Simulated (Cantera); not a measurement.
A perfectly stirred reactor is fed with CH4 : C2H6 : C3H8 : O2 : N2 : CO2 = 1 : 0.034 : 0.61 : 6.46 : 42.6 : 0.078 (molar parts), equivalence ratio 0.80, at 28000 Pa; it is adiabatic with a 650 K inlet, and is followed from long to short residence time, starting on the burning branch (τ in s: 0.16, 0.062, 0.023, 0.0088, 0.0033, 0.0013, 0.00048, 0.00018, 6.8e-05, 2.6e-05).

Computed with Cantera and GRI-Mech 3.0 (53 species, 325 reactions). GRI-Mech 3.0 was tuned for natural gas; its chemistry of propane as a main component is partial and can be far from experiment.

One state of this run: T (K) = 1689; x CH4 = 1.29e-5; x C2H6 = 1.10e-7; x C3H8 = 1.73e-6; x H = 0.00169; x NO = 2.55e-5; x O = 0.00171; x CH2O = 3.14e-6. x: mole fraction; the columns are a selection and need not sum to one.

Which value of τ (s) does it belong to?
A) 0.00048
B) 2.6e-5
C) 0.023
D) 0.0013

C, 0.023
